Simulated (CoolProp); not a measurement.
Hexamethyldisiloxane (MM) along the isotherm 289.6 K: density (kg/m³) from the reference equation and from simpler models built on Tc = 518.7 K, pc = 1.931 MPa, ω = 0.418; each cubic takes its own stable root.

The numbers come from the reference Helmholtz-energy equation of state, Thol 2016 in CoolProp.

```tsv
p (MPa)	phase	reference
0.302	liquid	768.9
0.603	liquid	769.4
0.905	liquid	769.8
1.21	liquid	770.3
1.51	liquid	770.7
1.81	liquid	771.2
2.11	liquid	771.6
2.41	liquid	772.0
2.72	liquid	772.5
3.02	liquid	772.9
3.32	liquid	773.3
3.62	liquid	773.7
3.92	liquid	774.2
4.22	liquid	774.6
4.53	liquid	775.0
4.83	liquid	775.4
```

How far does each simpler model (van der Waals, Redlich-Kwong) lie from the reference over these 16 states: mean and median of the absolute difference, and the worst?


- van der Waals: mean 39.0 %, median 39.0 %, worst -40.0 % at 289.6 K and 0.302 MPa
- Redlich-Kwong: mean 10.8 %, median 10.8 %, worst -11.3 % at 289.6 K and 0.302 MPa
